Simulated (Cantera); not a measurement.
## Ammonia decomposition in nitride growth gas

An isothermal, constant-pressure homogeneous reactor starts with 88.5 % NH₃, 11.5 % H₂, at 2325 K and 0.0109 atm.

Detailed kinetics in Cantera: the gas-phase N/H chemistry of the illustrative SiF4/NH3 mechanism in the Surface Chemkin manual (1991). Walls and surfaces, which speed up NH3 decomposition in real reactors, are not modelled.

```tsv
t (s)	x NH₃	x H₂	x N₂H₄	x N₂H₂	x H
2.00e-5	0.885	0.115	2.83e-12	8.52e-10	8.21e-6
8.66e-5	0.884	0.115	6.46e-11	4.44e-8	1.94e-5
0.000375	0.883	0.116	1.22e-9	1.63e-6	6.74e-5
0.00162	0.873	0.121	1.31e-8	3.04e-5	0.000227
0.00702	0.814	0.164	1.54e-8	3.94e-5	0.000354
0.0304	0.610	0.314	9.20e-9	2.50e-5	0.000682
0.132	0.222	0.599	2.08e-9	6.54e-6	0.00168
0.570	0.00785	0.754	2.20e-11	1.61e-7	0.00613
2.47	4.17e-7	0.710	<1e-12	<1e-12	0.0624
10.7	3.90e-8	0.688	<1e-12	<1e-12	0.0875
46.2	3.77e-8	0.688	<1e-12	<1e-12	0.0876
200	3.77e-8	0.688	<1e-12	<1e-12	0.0876
```
x: mole fraction; the columns are a selection and need not sum to one.

Equilibrium at this temperature and pressure: NH₃ 3.77e-8, H₂ 0.688, N₂H₄ <1e-12, N₂H₂ <1e-12, H 0.0876 (gas phase only).
